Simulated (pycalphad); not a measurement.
**Phase fractions of Al-4.37Si-1.49Mn (at.%)**

Source of the numbers: pycalphad with the COST 507 light-alloy database (1999); pressure 1 atm. These are 1990s assessments: newer ones move some temperatures and phases. Amounts are mole fractions of atoms.

```json
[
 {"T (K)": "1025", "LIQUID": "1.000", "ALMNSI_ALPHA": "-", "FCC_A1": "-", "DIAMOND_A4": "-"},
 {"T (K)": "950", "LIQUID": "0.967", "ALMNSI_ALPHA": "0.033", "FCC_A1": "-", "DIAMOND_A4": "-"},
 {"T (K)": "875", "LIQUID": "0.317", "ALMNSI_ALPHA": "0.079", "FCC_A1": "0.604", "DIAMOND_A4": "-"},
 {"T (K)": "800", "LIQUID": "-", "ALMNSI_ALPHA": "0.085", "FCC_A1": "0.891", "DIAMOND_A4": "0.024"},
 {"T (K)": "725", "LIQUID": "-", "ALMNSI_ALPHA": "0.085", "FCC_A1": "0.886", "DIAMOND_A4": "0.029"},
 {"T (K)": "650", "LIQUID": "-", "ALMNSI_ALPHA": "0.086", "FCC_A1": "0.883", "DIAMOND_A4": "0.031"},
 {"T (K)": "575", "LIQUID": "-", "ALMNSI_ALPHA": "0.086", "FCC_A1": "0.882", "DIAMOND_A4": "0.033"},
 {"T (K)": "500", "LIQUID": "-", "ALMNSI_ALPHA": "0.086", "FCC_A1": "0.881", "DIAMOND_A4": "0.033"}
]
```

Database names, with the compositions (at.%) that they take in these runs: ALMNSI_ALPHA: Al 70 Mn 17 Si 11-13. FCC_A1 is fcc; DIAMOND_A4 is diamond (Si).
